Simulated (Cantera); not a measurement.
Premixed flame

A freely propagating, adiabatic, planar premixed flame of H2 : O2 : N2 = 1 : 0.515 : 1.55 (molar parts), unburnt at 673 K and 95000 Pa; mixture-averaged transport, grid criteria slope 0.08 and curve 0.16, no radiation.

Model: the H2/O2 subset of GRI-Mech 3.0, which has no nitrogen chemistry, integrated in Cantera. Burning velocities carry a grid error of a few per cent, more on coarse grids.

```json
[
 {"z (mm)": "-1.47", "T (K)": "673", "u (m/s)": "10.7", "x H2": "0.326", "x O2": "0.168", "x O": "<1e-8", "x H2O": "<1e-8", "x HO2": "<1e-8", "x H": "<1e-8"},
 {"z (mm)": "-0.978", "T (K)": "673", "u (m/s)": "10.7", "x H2": "0.326", "x O2": "0.168", "x O": "<1e-8", "x H2O": "<1e-8", "x HO2": "<1e-8", "x H": "<1e-8"},
 {"z (mm)": "-0.734", "T (K)": "673", "u (m/s)": "10.7", "x H2": "0.326", "x O2": "0.168", "x O": "<1e-8", "x H2O": "<1e-8", "x HO2": "<1e-8", "x H": "<1e-8"},
 {"z (mm)": "-0.489", "T (K)": "673", "u (m/s)": "10.7", "x H2": "0.326", "x O2": "0.168", "x O": "<1e-8", "x H2O": "3.76e-8", "x HO2": "5.38e-7", "x H": "9.24e-8"},
 {"z (mm)": "-0.245", "T (K)": "683", "u (m/s)": "10.8", "x H2": "0.324", "x O2": "0.168", "x O": "9.05e-6", "x H2O": "0.000460", "x HO2": "0.000197", "x H": "0.000236"},
 {"z (mm)": "-0.122", "T (K)": "846", "u (m/s)": "13.2", "x H2": "0.295", "x O2": "0.164", "x O": "0.000455", "x H2O": "0.0152", "x HO2": "0.000194", "x H": "0.00765"},
 {"z (mm)": "0", "T (K)": "1298", "u (m/s)": "19.5", "x H2": "0.167", "x O2": "0.116", "x O": "0.00867", "x H2O": "0.116", "x HO2": "9.16e-5", "x H": "0.0518"},
 {"z (mm)": "0.122", "T (K)": "1628", "u (m/s)": "24.1", "x H2": "0.0701", "x O2": "0.0528", "x O": "0.0182", "x H2O": "0.225", "x HO2": "3.79e-5", "x H": "0.0757"},
 {"z (mm)": "0.245", "T (K)": "1783", "u (m/s)": "26.2", "x H2": "0.0570", "x O2": "0.0396", "x O": "0.0191", "x H2O": "0.247", "x HO2": "2.46e-5", "x H": "0.0688"},
 {"z (mm)": "0.489", "T (K)": "1954", "u (m/s)": "28.4", "x H2": "0.0557", "x O2": "0.0348", "x O": "0.0171", "x H2O": "0.260", "x HO2": "1.75e-5", "x H": "0.0547"},
 {"z (mm)": "0.978", "T (K)": "2137", "u (m/s)": "30.6", "x H2": "0.0534", "x O2": "0.0306", "x O": "0.0139", "x H2O": "0.273", "x HO2": "1.19e-5", "x H": "0.0402"},
 {"z (mm)": "1.96", "T (K)": "2317", "u (m/s)": "32.7", "x H2": "0.0485", "x O2": "0.0263", "x O": "0.0104", "x H2O": "0.290", "x HO2": "8.10e-6", "x H": "0.0274"},
 {"z (mm)": "3.91", "T (K)": "2480", "u (m/s)": "34.5", "x H2": "0.0417", "x O2": "0.0221", "x O": "0.00721", "x H2O": "0.307", "x HO2": "6.16e-6", "x H": "0.0174"}
]
```
x: mole fraction of selected species; z is measured from the peak of heat release.

```yaml
laminar_burning_velocity: 1070 cm/s
thermal_thickness: 0.489 mm
peak x(O): 0.0192
peak x(HO2): 0.000262
peak x(H): 0.0758
grid_points: 133
```
